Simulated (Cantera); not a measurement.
## Oxide etching and cleaning by halides: CuO + F2 + H2

A closed system holds: 1 mol CuO, 17 mol F2, 13 mol H2, held at 13300 Pa.

Cantera equilibrium calculation (NASA polynomials, part measured and part estimated; ideal gas, pure solids and liquids). Candidate condensed phases: Cu, CuF2, CuO, Cu(OH)2, Cu2O, H2O; 27 gas species. Equilibrium is a limit: real reactors are often held back by kinetics, nucleation or transport.

```
T (°C)   x HF       x F      x F2    x CuF2    x O2  n CuF2(s)  n CuF2(l)
------  -----  --------  --------  --------  ------  ---------  ---------
327     0.881  0.000123     0.102    <1e-12  0.0169       1.00          0
427     0.881   0.00125     0.101  1.49e-10  0.0169       1.00          0
527     0.878   0.00712    0.0978   4.05e-8  0.0169      1.000          0
627     0.870    0.0264    0.0871   3.00e-6  0.0167      1.000          0
727     0.851    0.0681    0.0642   9.00e-5  0.0164      0.997          0
827     0.826     0.122    0.0341   0.00140  0.0159      0.956          0
927     0.803     0.160    0.0129   0.00848  0.0155          0      0.726
1027    0.779     0.172   0.00413    0.0300  0.0150          0          0
1127    0.777     0.176   0.00145    0.0299  0.0149          0          0
1227    0.777     0.178  0.000569    0.0299  0.0149          0          0
1327    0.776     0.179  0.000248    0.0298  0.0149          0          0
1427    0.776     0.179  0.000119    0.0297  0.0149          0          0
1527    0.776     0.179   6.16e-5    0.0292  0.0149          0          0
1627    0.775     0.181   3.45e-5    0.0279  0.0148          0          0
```
x: gas mole fraction; n: condensed amount in mol.

From 327 °C to 827 °C the condensed part is CuF2(s). At 927 °C the condensed part is CuF2(l). From 1027 °C to 1627 °C nothing is condensed.
